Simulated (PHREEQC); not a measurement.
Solution (64 °C): 150 mmol/kgw K2CO3, 0.11 mmol/kgw H4SiO4 and 0.17 mmol/kgw KH2PO4. Closed to the air; pH follows from the charge balance.

Computed with PHREEQC (ion-association model, phreeqc.dat).

This is a speciation only: nothing precipitates in the calculation.

Estimate the pH.

pH 10.74.

In which forms is P present?

HPO4-2 60 %, PO4-3 33 %, KHPO4- 6.6 % of the P.

Away from 25 °C the constants follow the database's enthalpies or fits; those with neither stay at their 25 °C values.
